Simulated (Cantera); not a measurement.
Carbothermic reduction: Ta2O5 + CO + H2

Charge: 1 mol Ta2O5, 12 mol CO, 0.3 mol H2, held at 0.100 bar.

Equilibrium computed with Cantera from the NASA thermochemical tables; the gas is ideal and each condensed phase is pure. Candidate condensed phases: C, C6H6, C7H8, C8H18, H2O, Ta, TaC, Ta2O5; 113 gas species. Mutual solubility and eutectic melting of coexisting phases are not modelled. TaC: taken at fixed stoichiometry. Condensed phases not in the tables: Ta2C. Kinetics and transport are ignored.

```tsv
T (K)	x CO	x CO2	x H2	x H	x H2O	n C(graphite)	n Ta2O5(s)	n TaC(s)	n Ta2O5(l)
1000	0.926	0.0486	0.0247	1.13e-9	0.000903	0.580	1.00	0	0
1100	0.967	0.00826	0.0244	1.28e-8	0.000211	0.103	1.00	0	0
1200	0.974	0.00179	0.0244	9.74e-8	6.16e-5	0.0227	1.00	0	0
1300	0.975	0.00106	0.0244	5.46e-7	4.68e-5	0	0.998	0.00390	0
1400	0.975	0.00105	0.0243	2.40e-6	5.70e-5	0	0.998	0.00389	0
1500	0.975	0.00104	0.0243	8.68e-6	6.72e-5	0	0.998	0.00389	0
1600	0.975	0.00103	0.0243	2.68e-5	7.74e-5	0	0.998	0.00390	0
1700	0.975	0.00103	0.0243	7.26e-5	8.74e-5	0	0.998	0.00391	0
1800	0.974	0.00102	0.0242	0.000176	9.70e-5	0	0.998	0.00393	0
1900	0.974	0.00102	0.0241	0.000390	0.000106	0	0.998	0.00395	0
2000	0.974	0.00102	0.0239	0.000795	0.000114	0	0.998	0.00396	0
2100	0.974	0.000993	0.0235	0.00151	0.000118	0	0	0.00382	0.998
```
x: gas mole fraction; n: condensed amount in mol.

From 1000 K to 1200 K the condensed part is C(graphite) + Ta2O5(s). From 1300 K to 2000 K the condensed part is TaC(s) + Ta2O5(s). At 2100 K the condensed part is TaC(s) + Ta2O5(l).
